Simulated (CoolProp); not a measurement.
Properties of R1233zd(E) along the isotherm 450 K (Tc = 438.9 K, pc = 35.83 bar, ω = 0.304).

The numbers come from the reference Helmholtz-energy equation of state, Akasaka 2022 in CoolProp.

| p (bar) | phase | density (kg/m³) | speed of sound (m/s) | Joule-Thomson coefficient (K/MPa) |
|---|---|---|---|---|
| 0.566 | gas | 1.984 | 174.4 | 9.284 |
| 0.956 | gas | 3.364 | 173.8 | 9.321 |
| 1.61 | gas | 5.700 | 172.9 | 9.384 |
| 2.72 | gas | 9.732 | 171.4 | 9.494 |
| 4.59 | gas | 16.73 | 168.8 | 9.688 |
| 7.75 | gas | 29.18 | 164.1 | 10.04 |
| 13.1 | gas | 52.46 | 155.8 | 10.73 |
| 22.1 | gas | 100.6 | 140.1 | 12.25 |
| 37.3 | supercritical | 257.2 | 103.5 | 16.49 |
| 62.9 | supercritical | 769.4 | 199.4 | 2.152 |
| 106 | supercritical | 879.4 | 302.1 | 0.6886 |
| 179 | supercritical | 963.7 | 402.1 | 0.1611 |
